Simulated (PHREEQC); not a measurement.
A solution holds 0.0012 mol/kgw HBr and 0.013 mol/kgw CuCl2, at 20 °C. Closed to the air; pH follows from the charge balance.

All values are PHREEQC results (ion-association model, wateq4f.dat), not measurements.

- pH = 2.98
- ionic strength = 0.0395 mol/kgw
- total alkalinity = -1.20 meq/kg

```csv
species,molality,activity,log γ
Cl-,0.0256,0.0213,-0.081
Cu+2,0.0126,0.00650,-0.289
H+,0.00120,0.00104,-0.063
Br-,0.00120,0.00100,-0.078
CuCl+,0.000349,0.000290,-0.080
CuCl2,3.11e-6,3.14e-6,0.004
CuOH+,7.53e-8,6.26e-8,-0.080
Cu2(OH)2+2,2.12e-9,1.04e-9,-0.311
```

Precipitation was switched off in this run. Species that the database lacks are ignored.
